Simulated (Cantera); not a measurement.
A Cantera script and what it prints.

```python
import numpy as np
import cantera as ct

gas_names = [...]  # 148 gases of nasa_gas.yaml made of Al, C, H, N, O
cond_names = """
    AL(cr) AL(L) ALN(s) AL2O3(a) AL2O3(L) C(gr) C6H6(L) C7H8(L) C8H18(L),n-octa H2O(s) H2O(L)
""".split()


# ... load() reads the species with a 1 bar reference pressure and builds the phases ...
atoms = {
    'Al': {'AL': 1},
    'CO': {'C': 1, 'O': 1},
    'N2': {'N': 2},
    'NH3': {'N': 1, 'H': 3},
}
top_T = {'ALN(s)': 2750, 'C(gr)': 4500}  # K; cautious upper limits of use, not melting points


# ... equilibrate(T, P, feed) seeds the gas with the atoms and calls Mixture.equilibrate('TP', solver="vcs", rtol=1e-11, max_steps=5000) ...
results = []
feed = {'Al': 1, 'CO': 28, 'N2': 230, 'NH3': 0.24}  # mol
T = 1373  # K
for P in [10, 120, 1600, 19000, 240000, 3000000]:
    mix = equilibrate(T, P, feed)
    results.append((T, P, feed, dict(zip(mix.species_names, mix.species_moles))))

top = {s: max(r[3][s] / sum(r[3][g] for g in gas_names) for r in results) for s in gas_names}
cols = sorted((s for s in top if top[s] > 1e-05), key=lambda s: -top[s])[:6]
seen = [c for c in cond_names if any(r[3].get(c, 0) > 1e-12 for r in results)]
print("log10 of partial pressures in bar; condensed amounts in mol")
print(f"{'P/Pa':>10s}" + "".join(f"{s[:9]:>10s}" for s in cols + seen))
for T, P, feed, n in results:
    ng = sum(n[g] for g in gas_names)
    print(f"{P:10.4g}" + "".join(f"{np.log10(max(n[s] / ng * P / 1e5, 1e-99)):10.3f}" for s in cols)
          + "".join(f"{n.get(c, 0):10.4g}" for c in seen))
```

Result:

```
log10 of partial pressures in bar; condensed amounts in mol
      P/Pa        N2        CO        H2       CO2       H2O       HCN    ALN(s)  AL2O3(a)     C(gr)
        10    -4.051    -4.964    -6.857   -11.539   -13.118    -9.889    0.9996  0.000109         0
       120    -2.971    -3.885    -5.778   -10.100   -11.679    -8.090    0.9988 0.0005833         0
      1600    -1.844    -2.783    -4.652    -8.208    -9.764    -6.649         0       0.5     1.496
   1.9e+04    -0.769    -1.708    -3.577    -6.059    -7.615    -5.574         0       0.5     1.498
   2.4e+05     0.332    -0.607    -2.476    -3.857    -5.413    -4.473         0       0.5     1.512
     3e+06     1.429     0.485    -1.385    -1.674    -3.230    -3.379         0       0.5     1.683
```

Method: chemical equilibrium by Gibbs-energy minimisation in Cantera with the NASA 1993 tables (ideal gas, pure condensed phases). Mutual solubility and eutectic melting of coexisting phases are not modelled.
